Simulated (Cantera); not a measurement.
**Premixed flame**

A freely propagating, adiabatic, planar premixed flame of CH₄ : O₂ : N₂ = 1 : 1.54 : 5.78 (molar parts), unburnt at 475 K and 0.168 atm; unity-Lewis-number transport, grid criteria slope 0.08 and curve 0.16, no radiation.

Model: GRI-Mech 3.0 (53 species, 325 reactions), integrated in Cantera. Unity Lewis numbers drop preferential diffusion, which matters most where H2 and H carry the flame. Burning velocities carry a grid error of a few per cent, more on coarse grids.

```
z (mm)  T (K)  u (m/s)     x CH₄     x O₂     x CH₃  x N₂O       x H    x NO₂
------  -----  -------  --------  -------  --------  -----  --------  -------
-7.63     476    0.574     0.120    0.185   2.40e-8  <1e-8     <1e-8    <1e-8
-5.09     480    0.579     0.120    0.185   2.39e-7  <1e-8     <1e-8  1.22e-8
-3.82     499    0.602     0.118    0.183   1.33e-6  <1e-8     <1e-8  5.48e-8
-2.54     615    0.746     0.109    0.171   1.58e-5  <1e-8   1.50e-7  2.14e-7
-1.27    1083     1.34    0.0681    0.118  0.000612  <1e-8   3.91e-5  1.86e-7
-0.636   1479     1.87    0.0316   0.0691   0.00292  <1e-8  0.000752  4.55e-8
0        1829     2.36   0.00448   0.0242   0.00230  <1e-8   0.00704    <1e-8
0.636    1937     2.51  0.000135  0.00719  0.000148  <1e-8    0.0156    <1e-8
1.27     1954     2.53   2.44e-6  0.00411   3.45e-6  <1e-8    0.0182    <1e-8
2.54     1970     2.55     <1e-8  0.00324     <1e-8  <1e-8    0.0181    <1e-8
5.09     1992     2.58     <1e-8  0.00276     <1e-8  <1e-8    0.0164    <1e-8
10.2     2024     2.61     <1e-8  0.00216     <1e-8  <1e-8    0.0138    <1e-8
20.4     2064     2.65     <1e-8  0.00144     <1e-8  <1e-8    0.0105    <1e-8
```
x: mole fraction of selected species; z is measured from the peak of heat release.

```
Property                     Result
------------------------  ---------
laminar burning velocity  57.3 cm/s
thermal thickness           2.54 mm
peak x(CH₃)                 0.00361
peak x(H)                    0.0184
grid points                     141
```
